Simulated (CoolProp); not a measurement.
Vapour-liquid equilibrium of R134a (1) + R245fa (2) at 290.5 K; x and y are mole fractions of (1).

Model: multi-fluid Helmholtz-energy mixture model, Tillner-Roth 1994 and Akasaka 2015; pair parameters Akasaka 2014, in CoolProp.

Give the bubble pressure and the first vapour's composition at x = 0.2, 0.35, 0.8. Is there an azeotrope?

x = 0.2: 0.1907 MPa, y = 0.517; x = 0.35: 0.2505 MPa, y = 0.692; x = 0.8: 0.4372 MPa, y = 0.940. No azeotrope shows between x = 0.05 and 0.95.

Pair parameters are fitted to limited data, so mixtures are less certain than the pure fluids.
